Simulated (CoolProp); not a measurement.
Properties of sulfur hexafluoride along the isobar 5.56 MPa.

Model: reference Helmholtz-energy equation of state, Guder 2009, in CoolProp.

```csv
T (K),phase,speed of sound (m/s),fugacity coefficient
285.8,liquid,325.8,0.2859
308.2,liquid,229.7,0.4226
330.6,supercritical,122.7,0.5653
352.9,supercritical,100.6,0.6703
375.3,supercritical,116.9,0.7378
397.6,supercritical,129.5,0.7882
420,supercritical,139.7,0.8279
442.4,supercritical,148.3,0.8599
464.7,supercritical,155.9,0.8859
487.1,supercritical,162.8,0.9075
509.4,supercritical,169.0,0.9253
531.8,supercritical,174.8,0.9404
554.1,supercritical,180.1,0.9529
576.5,supercritical,185.2,0.9636
```
